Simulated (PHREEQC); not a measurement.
Consider water at 25 °C with 0.064 mol/kgw NH4HF2, 0.0014 mol/kgw H2SiF6, 0.00034 mol/kgw H3BO3 and 0.0019 mol/kgw H2SO4. Closed to the air; pH follows from the charge balance.

Model: ion-association model, phreeqc.dat, run in PHREEQC.

```yaml
pH: 2.98
ionic_strength: 0.0675 mol/kgw
density: 0.999 g/cm³
total_alkalinity: -76.2 meq/kg
```

```csv
species,molality,activity,log γ
NH4+,0.0635,0.0494,-0.109
HF,0.0577,0.0586,0.007
F-,0.0478,0.0378,-0.102
HF2-,0.0106,0.00850,-0.095
SiF6-2,0.00140,0.000595,-0.372
SO4-2,0.00137,0.000579,-0.374
H+,0.00123,0.00103,-0.075
NH4SO4-,0.000458,0.000368,-0.095
BF4-,0.000338,0.000271,-0.095
HSO4-,7.24e-5,5.82e-5,-0.095
BF3OH-,2.12e-6,1.70e-6,-0.095
BF2(OH)2-,4.92e-8,3.96e-8,-0.095
NH3,2.68e-8,2.72e-8,0.007
```

Precipitation was switched off in this run. Species that the database lacks are ignored. SiF6-2 is the database's only silicon fluoride. Real BF4- forms and hydrolyses slowly; the run takes it at equilibrium.
